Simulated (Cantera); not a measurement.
Feed: 1 mol Fe₃O₄, 1.5 mol C, 1.5 mol N₂, equilibrated at 1550 °C and 1.33 mbar.

Cantera equilibrium calculation (NASA polynomials, part measured and part estimated; ideal gas, pure solids and liquids). Candidate condensed phases: C, Fe, Fe(CO)₅, FeO, Fe₂O₃, Fe₃O₄; 27 gas species. Each liquid is taken as pure. Mutual solubility and eutectic melting of coexisting phases are not modelled. The tables' stoichiometric FeO is somewhat more stable than real wüstite, so its field is too wide. FeO: taken at fixed stoichiometry. Kinetics and transport are ignored.

Base state: N₂ 0.485, CO 0.434, CO₂ 0.0505, Fe 0.0306, FeO 0.000174 (mole fractions); condensed: Fe(l) + FeO(l).

Q: What changes in the equilibrium state with this change: temperature from 1550 °C to 2250 °C?

A: 
| species | before | after |
|---|---|---|
| Fe | 0.0306 | 0.374 |
| N₂ | 0.485 | 0.198 |
| CO | 0.434 | 0.163 |
| O₂ | 6.91e-7 | 0.0714 |
| O | 3.44e-6 | 0.119 |
| FeO | 0.000174 | 0.0294 |
| CO₂ | 0.0505 | 0.0383 |
| NO | 6.39e-6 | 0.00700 |
| Fe(l), mol | 0.562 | 0 |
| FeO(l), mol | 2.34 | 0 |

Q: What changes in the equilibrium state with this change: temperature from 1550 °C to 852 °C?

A: 
| species | before | after |
|---|---|---|
| N₂ | 0.485 | 0.500 |
| CO | 0.434 | 0.411 |
| CO₂ | 0.0505 | 0.0892 |
| Fe | 0.0306 | 2.52e-9 |
| FeO | 0.000174 | <1e-9 |
| Fe(l), mol | 0.562 | 0 |
| FeO(l), mol | 2.34 | 0 |
| Fe(α), mol | 0 | 0.768 |
| FeO(s), mol | 0 | 2.23 |
